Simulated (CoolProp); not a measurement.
R134a at 449.14 K and 8.56 MPa is throttled through a valve to 4.95 MPa with no heat exchange. Each further row changes one setting.

Values from CoolProp's reference Helmholtz-energy equation of state, Tillner-Roth 1994.

```
case                      temperature change (K)    final phase  final density (kg/m³)
------------------------  ----------------------  -------------  ---------------------
as stated                                      …  supercritical                    207
outlet pressure 1.49 MPa                   -53.2            gas                      …
outlet pressure 6.44 MPa                       …  supercritical                      …
```

Some entries are withheld; supply them.


- as stated, temperature change (K): -23.2
- outlet pressure 1.49 MPa, final density (kg/m³): 52.1
- outlet pressure 6.44 MPa, temperature change (K): -12.4
- outlet pressure 6.44 MPa, final density (kg/m³): 283
